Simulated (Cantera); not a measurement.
## Premixed flame

A freely propagating, adiabatic, planar premixed flame of H2 : O2 : N2 : H2O = 1 : 0.294 : 0.912 : 0.025 (molar parts), equivalence ratio 1.7, unburnt at 300 K and 100000 Pa; mixture-averaged transport, grid criteria slope 0.08 and curve 0.16, no radiation.

Cantera simulation using the H2/O2 subset of GRI-Mech 3.0, which has no nitrogen chemistry; the numbers are that mechanism's predictions, not measurements. Burning velocities carry a grid error of a few per cent, more on coarse grids.

```csv
z (mm),T (K),u (m/s),x H2,x O2,x H,x OH,x H2O,x H2O2
-0.926,300,3.63,0.448,0.132,<1e-8,<1e-8,0.0112,<1e-8
-0.617,300,3.63,0.448,0.132,<1e-8,<1e-8,0.0112,<1e-8
-0.463,300,3.63,0.448,0.132,<1e-8,<1e-8,0.0112,<1e-8
-0.309,300,3.63,0.448,0.132,<1e-8,<1e-8,0.0112,<1e-8
-0.154,311,3.75,0.445,0.132,3.09e-7,4.31e-6,0.0114,3.34e-6
-0.0771,554,6.47,0.416,0.130,0.00223,0.00115,0.0259,0.000134
0,1023,11.5,0.337,0.105,0.0267,0.00150,0.0900,2.74e-5
0.0771,1367,15.2,0.240,0.0524,0.0637,0.00402,0.192,2.55e-6
0.154,1548,17.2,0.186,0.0170,0.0817,0.00580,0.259,1.47e-6
0.309,1700,18.7,0.171,0.00290,0.0786,0.00696,0.288,8.21e-7
0.617,1834,20.0,0.179,0.00146,0.0630,0.00736,0.293,4.49e-7
1.23,1965,21.2,0.187,0.000888,0.0465,0.00692,0.299,2.27e-7
2.47,2075,22.2,0.194,0.000467,0.0323,0.00575,0.304,1.16e-7
```
x: mole fraction of selected species; z is measured from the peak of heat release.

The laminar burning velocity is 363 cm/s. The thermal thickness comes out as 0.309 mm, the peak x(H) is 0.0835 and the peak x(OH) comes out as 0.00736. The peak x(H2O2) is 0.000136 and the grid points comes out as 123.
